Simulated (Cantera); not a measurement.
Input: 1 mol Al2O3, 0.45 mol O2, equilibrated at 1.00 bar.

These are equilibrium values from Cantera (NASA tables, ideal gas, pure condensed phases), not measurements of a reactor. Candidate condensed phases: Al, Al2O3; 9 gas species. The numbers say what is thermodynamically allowed, not how fast it happens.

x: gas mole fraction; n: condensed amount in mol.

| T (K) | x O2 | x O | x O3 | x AlO2 | x AlO | n Al2O3(s) | n Al2O3(l) |
|---|---|---|---|---|---|---|---|
| 1400 | 1.000 | 9.46e-7 | 1.37e-9 | <1e-12 | <1e-12 | 1.00 | 0 |
| 1500 | 1.000 | 4.05e-6 | 3.12e-9 | <1e-12 | <1e-12 | 1.00 | 0 |
| 1600 | 1.000 | 1.45e-5 | 6.45e-9 | <1e-12 | <1e-12 | 1.00 | 0 |
| 1700 | 1.000 | 4.47e-5 | 1.22e-8 | <1e-12 | <1e-12 | 1.00 | 0 |
| 1800 | 1.000 | 0.000122 | 2.17e-8 | <1e-12 | <1e-12 | 1.00 | 0 |
| 1900 | 1.000 | 0.000298 | 3.63e-8 | 1.48e-12 | <1e-12 | 1.00 | 0 |
| 2000 | 0.999 | 0.000669 | 5.79e-8 | 1.52e-11 | ___ | 1.00 | 0 |
| 2100 | 0.999 | 0.00139 | 8.86e-8 | 1.24e-10 | ___ | 1.00 | 0 |
| 2200 | 0.997 | 0.00270 | 1.31e-7 | 8.29e-10 | ___ | 1.00 | 0 |
| 2300 | 0.995 | 0.00495 | 1.87e-7 | 4.69e-9 | ___ | 1.00 | 0 |
| 2400 | 0.991 | 0.00864 | 2.60e-7 | 2.09e-8 | ___ | 0 | 1.00 |

Problem. What belongs in the gaps?

Solution. 
- 2000, x AlO: 3.02e-12
- 2100, x AlO: 3.75e-11
- 2200, x AlO: 3.69e-10
- 2300, x AlO: 2.97e-9
- 2400, x AlO: 1.83e-8
